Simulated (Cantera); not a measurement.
Input (Python, Cantera) and output of one run.

```python
import numpy as np
import cantera as ct

gas_names = [...]  # 58 gases of nasa_gas.yaml made of F, H, N, O, Si
cond_names = """
    H2O(s) H2O(L) Si(cr) Si(L) SiO2(Lqz) SiO2(hqz) SiO2(L) Si2N2O(s) Si3N4(a)
""".split()


# ... load() reads the species with a 1 bar reference pressure and builds the phases ...
atoms = {
    'Si3N4': {'Si': 3, 'N': 4},
    'H2O': {'H': 2, 'O': 1},
    'H2': {'H': 2},
    'NF3': {'N': 1, 'F': 3},
}
top_T = {'Si2N2O(s)': 2100, 'Si3N4(a)': 2400}  # K; cautious upper limits of use, not melting points


# ... equilibrate(T, P, feed) seeds the gas with the atoms and calls Mixture.equilibrate('TP', solver="vcs", rtol=1e-11, max_steps=5000) ...
results = []
feed = {'Si3N4': 1, 'H2O': 1.8, 'H2': 29, 'NF3': 7.1}  # mol
T = 1423  # K
P = 15  # Pa
mix = equilibrate(T, P, feed)
results.append((T, P, feed, dict(zip(mix.species_names, mix.species_moles))))
print(gas.report(threshold=0.001))
for i in range(1, mix.n_phases):
    print(f"{mix.phase(i).name:16s} {mix.phase_moles(i):12.5e} mol")
```

Result:

```
       temperature   1423 K
          pressure   15 Pa
           density   1.9293e-05 kg/m^3
  mean mol. weight   15.217 kg/kmol
   phase of matter   gas

                          1 kg             1 kmol
                     ---------------   ---------------
          enthalpy       -7.6493e+06        -1.164e+08  J
   internal energy       -8.4268e+06       -1.2823e+08  J
           entropy             19171        2.9172e+05  J/K
    Gibbs function       -3.4929e+07       -5.3153e+08  J
 heat capacity c_p            2350.3             35765  J/K
 heat capacity c_v            1803.9             27451  J/K

                      mass frac. Y      mole frac. X     chem. pot. / RT
                     ---------------   ---------------   ---------------
                HF           0.37627            0.2862           -56.723
                H2          0.071644           0.54078            -27.87
               H2O         0.0016913         0.0014287           -61.876
                N2           0.22741           0.12353           -36.748
              SiF3          0.005923         0.0010594           -147.93
              SiF4           0.31564          0.046149           -190.71
     [  +52 minor]         0.0014245        0.00085073

Si(cr)            0.00000e+00 mol
SiO2(hqz)         8.58649e-01 mol
Si2N2O(s)         0.00000e+00 mol
Si3N4(a)          0.00000e+00 mol
```

Equilibrium computed with Cantera from the NASA thermochemical tables; the gas is ideal and each condensed phase is pure. The tables' values for SiF3, SiF2 are old estimates; treat these amounts as uncertain. The tables hold silica as quartz up to 1696 K and as liquid above; real silica turns to tridymite and cristobalite and melts near 1996 K.
